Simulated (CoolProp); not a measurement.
Vapour-liquid equilibrium of n-hexane (1) + toluene (2) at 0.128 MPa; x and y are mole fractions of (1).

Model: multi-fluid Helmholtz-energy mixture model, Thol 2019 and Lemmon 2006; pair parameters Bell 2016, in CoolProp.

Problem. Give the bubble temperature and the first vapour's composition at x = 0.275, 0.575, 0.8. Is there an azeotrope?

Solution. x = 0.275: 371.0 K, y = 0.582; x = 0.575: 359.8 K, y = 0.807; x = 0.8: 353.9 K, y = 0.916. No azeotrope shows between x = 0.05 and 0.95.

Pair parameters are fitted to limited data, so mixtures are less certain than the pure fluids.
